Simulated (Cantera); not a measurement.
Cantera run:

```python
import numpy as np
import cantera as ct

gas_names = """
    AL ALH ALO ALOH ALO2 ALO2H AL2 AL2O AL2O2 H HALO HO2 H2 H2O H2O2 O OH O2 O3
""".split()
cond_names = """
    AL(cr) AL(L) AL2O3(a) AL2O3(L) H2O(s) H2O(L)
""".split()


def load(file, names, dense=False):
    # The tables refer to 1 bar. Condensed volumes are neglected.
    table = {s.name: s for s in ct.Species.list_from_file(file)}
    out = []
    for n in names:
        d = dict(table[n].input_data)
        d["thermo"] = dict(d["thermo"], **{"reference-pressure": 1e5})
        if dense:
            d["equation-of-state"] = {"model": "constant-volume", "density": "1e6 g/cm^3"}
        out.append(ct.Species.from_dict(d))
    return out


gas = ct.Solution(thermo="ideal-gas", species=load("nasa_gas.yaml", gas_names))
cond = {s.name: ct.Solution(thermo="fixed-stoichiometry", species=[s], name=s.name)
        for s in load("nasa_condensed.yaml", cond_names, dense=True)}
atoms = {
    'Al2O3': {'AL': 2, 'O': 3},
    'H2O': {'H': 2, 'O': 1},
}
top_T = {}  # K; cautious upper limits of use, not melting points


def equilibrate(T, P, feed):
    n = {}
    for name, mol in feed.items():
        for a, k in atoms[name].items():
            n[a] = n.get(a, 0.0) + k * mol
    gas.TPX = T, P, n
    mass = sum(n.values()) * gas.mean_molecular_weight
    gas.equilibrate("TP")
    valid = [c for c in cond.values() if c.min_temp <= T <= top_T.get(c.name, c.max_temp)]
    mix = ct.Mixture([(gas, mass / gas.mean_molecular_weight)] + [(c, 0.0) for c in valid])
    mix.T, mix.P = T, P
    mix.equilibrate("TP", solver="vcs", rtol=1e-11, max_steps=5000)
    return mix


results = []
feed = {'Al2O3': 1, 'H2O': 0.82}  # mol
T = 2250  # K
P = 23  # Pa
mix = equilibrate(T, P, feed)
results.append((T, P, feed, dict(zip(mix.species_names, mix.species_moles))))
print(gas.report(threshold=1e-06))
for i in range(1, mix.n_phases):
    print(f"{mix.phase(i).name:16s} {mix.phase_moles(i):12.5e} mol")
```

It prints:

```
       temperature   2250 K
          pressure   23 Pa
           density   1.5998e-05 kg/m^3
  mean mol. weight   13.012 kg/kmol
   phase of matter   gas

                          1 kg             1 kmol
                     ---------------   ---------------
          enthalpy        2.0281e+06         2.639e+07  J
   internal energy        5.9039e+05        7.6825e+06  J
           entropy             24029        3.1268e+05  J/K
    Gibbs function       -5.2037e+07       -6.7714e+08  J
 heat capacity c_p            3027.6             39396  J/K
 heat capacity c_v            2388.6             31082  J/K

                      mass frac. Y      mole frac. X     chem. pot. / RT
                     ---------------   ---------------   ---------------
                AL        1.3197e-05        6.3644e-06            -25.42
               ALO        0.00023855        7.2223e-05           -45.498
              ALOH        8.8959e-05        2.6316e-05           -60.539
             ALO2H          0.001366         0.0002963           -80.617
                 H          0.015107           0.19501           -15.041
                H2          0.024571           0.15859           -30.081
               H2O           0.58922            0.4256           -50.159
                 O           0.08197          0.066669           -20.078
                OH           0.10276          0.078622           -35.119
                O2           0.18466          0.075096           -40.156
     [   +9 minor]        5.3421e-06        1.5139e-06

AL(L)             0.00000e+00 mol
AL2O3(a)          9.99771e-01 mol
```

These are equilibrium values from Cantera (NASA tables, ideal gas, pure condensed phases), not measurements of a reactor. The tables' values for AlOH are old estimates; treat these amounts as uncertain.
